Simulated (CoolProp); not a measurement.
Carbonyl sulfide at several states: fugacity coefficient from the reference equation and from simpler models built on Tc = 105.6 °C, pc = 6369 kPa, ω = 0.098; each cubic takes its own stable root.

Computed with CoolProp (reference Helmholtz-energy equation of state, Lemmon 2006). It is a short technical equation, of lower accuracy than the large ones.

```tsv
T (°C)	p (kPa)	phase	reference	van der Waals	Soave-Redlich-Kwong	Peng-Robinson
249.95	11800	supercritical	(withheld)	(withheld)	0.8161	(withheld)
293.95	1390	gas	0.9809	0.9773	0.9822	0.9771
-124.45	15.5	liquid	0.02735	(withheld)	0.02722	0.03258
174.95	114	gas	0.9965	0.9965	0.9964	0.9959
-108.75	4070	liquid	(withheld)	(withheld)	0.0006049	0.0006766
```

Task: Some entries are withheld; supply them.

Result: 
- 249.95, reference: 0.8042
- 249.95, van der Waals: 0.7744
- 249.95, Peng-Robinson: 0.7817
- -124.45, van der Waals: 0.9941
- -108.75, reference: 0.0006103
- -108.75, van der Waals: 0.01895

At some of these states van der Waals gives the other phase, because its saturation line lies elsewhere.
